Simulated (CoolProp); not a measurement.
A single-stage vapour-compression cycle with ammonia: evaporating at 254.15 K (dew point), condensing at 275.15 K (bubble point), superheat 5 K, subcooling 0 K, compressor efficiency 0.9, no pressure losses. Each further row changes one setting.

Model: reference Helmholtz-energy equation of state, Gao 2020, in CoolProp.

| case | cooling COP | pressure ratio | discharge temperature (K) | refrigerating effect (kJ/kg) | volumetric capacity (kJ/m³) |
|---|---|---|---|---|---|
| as stated | 9.85 | 2.33 | 320.3 | 1240 | 2030 |
| evaporating temperature 259.15 K | ? | ? | 309.2 | 1250 | 2490 |
| condensing temperature 270.15 K | 13.2 | 1.93 | 305.7 | 1260 | 2060 |
| subcooling 5 K | 10.0 | 2.33 | 320.3 | 1260 | 2060 |
| superheat 15 K | 9.60 | 2.33 | 332.7 | ? | ? |
| compressor efficiency 0.8 | 8.75 | 2.33 | 327.0 | 1240 | 2030 |

Problem. Some entries are withheld; supply them.

Solution. 
- evaporating temperature 259.15 K, cooling COP: 13.5
- evaporating temperature 259.15 K, pressure ratio: 1.88
- superheat 15 K, refrigerating effect (kJ/kg): 1270
- superheat 15 K, volumetric capacity (kJ/m³): 1980
